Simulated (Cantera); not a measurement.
Charge: 1 mol SiHCl3, a varied amount of C2H2, 8.7 mol H2, at 1298 K and 10.0 mbar.

Method: chemical equilibrium by Gibbs-energy minimisation in Cantera with the NASA 1993 tables (ideal gas, pure condensed phases). Candidate condensed phases: C, C6H6, C7H8, C8H18, Si, SiC; 109 gas species. Mutual solubility and eutectic melting of coexisting phases are not modelled. The tables' values for SiCl3 are old estimates; treat these amounts as uncertain. The numbers say what is thermodynamically allowed, not how fast it happens.

log p: log10 of the partial pressure in bar; n: condensed amount in mol.

```csv
n(C2H2) (mol),log p H2,log p HCl,log p SiCl2,log p SiCl3,n Si(s),n SiC(s),n C(graphite)
0.1,-2.09,-2.91,-3.30,-4.11,0.0856,0.200,0
0.17,-2.09,-2.88,-3.35,-4.13,0,0.340,0
0.23,-2.10,-2.81,-3.47,-4.18,0,0.460,0
0.3,-2.11,[?],[?],-4.28,0,[?],0
0.36,-2.11,-2.69,-3.84,-4.41,0,0.720,0
0.42,-2.12,-2.64,[?],-4.65,0,[?],0
0.49,-2.13,-2.58,-5.07,-5.53,0,0.980,0
0.55,-2.13,-2.58,-5.14,-5.60,0,0.982,0.117
0.62,-2.13,-2.58,-5.14,-5.61,0,0.983,0.257
```

Question: Complete the blanks.

Answer: 
- 0.3, log p HCl: -2.74
- 0.3, log p SiCl2: -3.64
- 0.3, n SiC(s): 0.600
- 0.42, log p SiCl2: -4.12
- 0.42, n SiC(s): 0.840
